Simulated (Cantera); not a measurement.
Input (Python, Cantera) and output of one run.

```python
import numpy as np
import cantera as ct

gas_names = """
    Fe FeO Fe(OH)2 H HO2 H2 H2O H2O2 H2S H2SO4 O OH O2 O3 S SH SO SO2 SO3 S2 S2O S8
""".split()
cond_names = """
    Fe(a) Fe(c) Fe(d) Fe(L) FeO(s) FeO(L) Fe(OH)2(s) Fe(OH)3(s) FeS(a) FeS(b) FeS(c) FeS(L) FeSO4(s)
    FeS2(s) Fe2O3(s) Fe2S3O12(s) Fe3O4(s) H2O(s) H2O(L) H2SO4(L) S(cr1) S(cr2) S(L)
""".split()


def load(file, names, dense=False):
    # The tables refer to 1 bar. Condensed volumes are neglected.
    table = {s.name: s for s in ct.Species.list_from_file(file)}
    out = []
    for n in names:
        d = dict(table[n].input_data)
        d["thermo"] = dict(d["thermo"], **{"reference-pressure": 1e5})
        if dense:
            d["equation-of-state"] = {"model": "constant-volume", "density": "1e6 g/cm^3"}
        out.append(ct.Species.from_dict(d))
    return out


gas = ct.Solution(thermo="ideal-gas", species=load("nasa_gas.yaml", gas_names))
cond = {s.name: ct.Solution(thermo="fixed-stoichiometry", species=[s], name=s.name)
        for s in load("nasa_condensed.yaml", cond_names, dense=True)}
atoms = {
    'FeS2': {'Fe': 1, 'S': 2},
    'SO3': {'S': 1, 'O': 3},
    'H2O': {'H': 2, 'O': 1},
}
top_T = {'FeSO4(s)': 950, 'FeS2(s)': 1010, 'Fe2O3(s)': 1830, 'Fe2S3O12(s)': 1100, 'Fe3O4(s)': 1870}  # K; cautious upper limits of use, not melting points


def equilibrate(T, P, feed):
    n = {}
    for name, mol in feed.items():
        for a, k in atoms[name].items():
            n[a] = n.get(a, 0.0) + k * mol
    gas.TPX = T, P, n
    mass = sum(n.values()) * gas.mean_molecular_weight
    gas.equilibrate("TP")
    valid = [c for c in cond.values() if c.min_temp <= T <= top_T.get(c.name, c.max_temp)]
    mix = ct.Mixture([(gas, mass / gas.mean_molecular_weight)] + [(c, 0.0) for c in valid])
    mix.T, mix.P = T, P
    mix.equilibrate("TP", solver="vcs", rtol=1e-11, max_steps=5000)
    return mix


results = []
feed = {'FeS2': 1, 'SO3': 0.15, 'H2O': 0.27}  # mol
T = 1448  # K
for P in [1000, 2300, 5400, 13000, 29000, 68000, 160000, 370000, 860000, 2000000]:
    mix = equilibrate(T, P, feed)
    results.append((T, P, feed, dict(zip(mix.species_names, mix.species_moles))))

top = {s: max(r[3][s] / sum(r[3][g] for g in gas_names) for r in results) for s in gas_names}
cols = sorted((s for s in top if top[s] > 0.001), key=lambda s: -top[s])[:6]
seen = [c for c in cond_names if any(r[3].get(c, 0) > 1e-12 for r in results)]
print("log10 of partial pressures in bar; condensed amounts in mol")
print(f"{'P/Pa':>10s}" + "".join(f"{s[:9]:>10s}" for s in cols + seen))
for T, P, feed, n in results:
    ng = sum(n[g] for g in gas_names)
    print(f"{P:10.4g}" + "".join(f"{np.log10(max(n[s] / ng * P / 1e5, 1e-99)):10.3f}" for s in cols)
          + "".join(f"{n.get(c, 0):10.4g}" for c in seen))
```

Output:

```
log10 of partial pressures in bar; condensed amounts in mol
      P/Pa        S2       SO2       H2O       H2S        H2       S2O    FeS(c)
      1000    -2.345    -2.592    -2.654    -3.865    -3.365    -4.352         1
      2300    -1.983    -2.232    -2.283    -3.402    -3.084    -3.900         1
      5400    -1.613    -1.862    -1.906    -2.933    -2.800    -3.437         1
   1.3e+04    -1.233    -1.480    -1.522    -2.455    -2.512    -2.961         1
   2.9e+04    -0.888    -1.130    -1.174    -2.023    -2.253    -2.527         1
   6.8e+04    -0.521    -0.757    -0.808    -1.568    -1.981    -2.066         1
   1.6e+05    -0.155    -0.382    -0.444    -1.117    -1.713    -1.604         1
   3.7e+05     0.202    -0.014    -0.090    -0.679    -1.453    -1.152         1
   8.6e+05     0.561     0.357     0.264    -0.242    -1.196    -0.698         1
     2e+06     0.917     0.729     0.614     0.190    -0.943    -0.244         1
```

These are equilibrium values from Cantera (NASA tables, ideal gas, pure condensed phases), not measurements of a reactor. FeS: taken at fixed stoichiometry.
